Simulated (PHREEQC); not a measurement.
Consider water at 25 °C with 0.0073 mol NH3, 0.0052 mol CO2 and 0.13 mol K2HPO4 per kg of water. Closed to the air; pH follows from the charge balance.

Computed with PHREEQC (ion-association model, wateq4f.dat).

No solid was allowed to form.

Q: Order these C species by the share of C that they hold, largest first: CO2, CO3-2, HCO3-.

A: HCO3- (89 %), CO3-2 (10 %), CO2 (0.15 %)

The pH is 8.95 and the ionic strength 0.370 mol/kgw. H3PO4, which wateq4f.dat lacks, is added to it with the constant of phreeqc.dat.
